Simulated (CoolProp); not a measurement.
Properties of ethanol at several states.

Computed with CoolProp (reference Helmholtz-energy equation of state, Schroeder 2014).

| T (K) | p (MPa) | phase | Z | Joule-Thomson coefficient (K/MPa) | fugacity coefficient |
|---|---|---|---|---|---|
| 523.7 | 0.012 | gas | 0.9995 | ? | 0.9995 |
| 221.2 | 0.0231 | liquid | ? | ? | 0.0006792 |
| 447.8 | 3.9 | liquid | ? | ? | 0.3934 |

Q: Fill in the missing entries.

A: 
- 523.7, Joule-Thomson coefficient (K/MPa): 9.278
- 221.2, Z: 0.0006801
- 221.2, Joule-Thomson coefficient (K/MPa): -0.4535
- 447.8, Z: 0.07833
- 447.8, Joule-Thomson coefficient (K/MPa): 0.1372
